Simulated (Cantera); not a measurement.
A perfectly stirred reactor is fed with 3.31 % CH4, 96.7 % N2, at 0.444 atm; it is held at 1925 K, and followed from long to short residence time.

Computed with Cantera and GRI-Mech 3.0 (53 species, 325 reactions). GRI-Mech 3.0 stops at C3 and has no aromatics, soot or wall deposition, so with more carbon than oxygen in the feed, carbon stays in small species such as C2H2 where larger ones or solid carbon would form.

**Question.** Predict: x(CH4) at τ = 6.70 s; x(H) at τ = 6.70 s; x(CH3) at τ = 6.70 s; x(HCN) at τ = 6.70 s; x(H2) at τ = 6.70 s; x(CH4) at τ = 37.0 ms; x(H) at τ = 37.0 ms; x(CH3) at τ = 37.0 ms; x(HCN) at τ = 37.0 ms; x(H2) at τ = 37.0 ms.

**Answer.** 
- x(CH4) at τ = 6.70 s = 0.000198
- x(H) at τ = 6.70 s = 0.000305
- x(CH3) at τ = 6.70 s = 2.52e-5
- x(HCN) at τ = 6.70 s = 0.00180
- x(H2) at τ = 6.70 s = 0.0476
- x(CH4) at τ = 37.0 ms = 0.00340
- x(H) at τ = 37.0 ms = 0.000225
- x(CH3) at τ = 37.0 ms = 0.000343
- x(HCN) at τ = 37.0 ms = 7.85e-5
- x(H2) at τ = 37.0 ms = 0.0426
